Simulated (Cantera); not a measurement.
Input (Python, Cantera) and output of one run.

```python
import numpy as np
import cantera as ct

gas_names = [...]  # 109 gases of nasa_gas.yaml made of C, Cl, H, Si
cond_names = """
    C(gr) C6H6(L) C7H8(L) C8H18(L),n-octa Si(cr) Si(L) SiC(b)
""".split()


# ... load() reads the species with a 1 bar reference pressure and builds the phases ...
atoms = {
    '(CH3)2SiCl2': {'C': 2, 'H': 6, 'Si': 1, 'CL': 2},
    'HCl': {'H': 1, 'CL': 1},
    'H2': {'H': 2},
    'C3H8': {'C': 3, 'H': 8},
}
top_T = {'C(gr)': 4500, 'SiC(b)': 3050}  # K; cautious upper limits of use, not melting points


# ... equilibrate(T, P, feed) seeds the gas with the atoms and calls Mixture.equilibrate('TP', solver="vcs", rtol=1e-11, max_steps=5000) ...
results = []
feed = {'(CH3)2SiCl2': 1, 'HCl': 0.053, 'H2': 350, 'C3H8': 0.023}  # mol
T = 1350  # K
P = 77000  # Pa
mix = equilibrate(T, P, feed)
results.append((T, P, feed, dict(zip(mix.species_names, mix.species_moles))))
x = sorted(zip(gas.X, gas.species_names), reverse=True)
print(f"T = {T:g} K  P = {P:g} Pa  gas = {mix.phase_moles(0):.4g} mol")
print("   x: " + "  ".join(f"{s} {v:.3e}" for v, s in x if v > 1e-06))
print("   condensed (mol): " + ("  ".join(f"{mix.phase(i).name} {mix.phase_moles(i):.4g}"
      for i in range(1, mix.n_phases) if mix.phase_moles(i) > 1e-12) or "none"))
```

Output:

```
T = 1350 K  P = 77000 Pa  gas = 353.1 mol
   x: H2 9.912e-01  HCL 5.813e-03  CH4 3.026e-03  H 2.704e-06
   condensed (mol): SiC(b) 0.9998
```

Cantera equilibrium calculation (NASA polynomials, part measured and part estimated; ideal gas, pure solids and liquids). The feed counts by its element totals alone.
